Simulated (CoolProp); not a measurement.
Vapour-liquid equilibrium of methanol (1) + water (2) at 354.2 K; x and y are mole fractions of (1).

Model: multi-fluid Helmholtz-energy mixture model, de Reuck 1993 and Wagner 2002; pair parameters Bell 2016, in CoolProp.

**Question.** Give the bubble pressure and the first vapour's composition at x = 0.05, 0.35, 0.95. Is there an azeotrope?

**Answer.** x = 0.05: 0.6112 bar, y = 0.221; x = 0.35: 1.125 bar, y = 0.687; x = 0.95: 1.823 bar, y = 0.979. No azeotrope shows between x = 0.05 and 0.95.

The pair parameters rest on a limited set of measurements; away from them the model extrapolates.
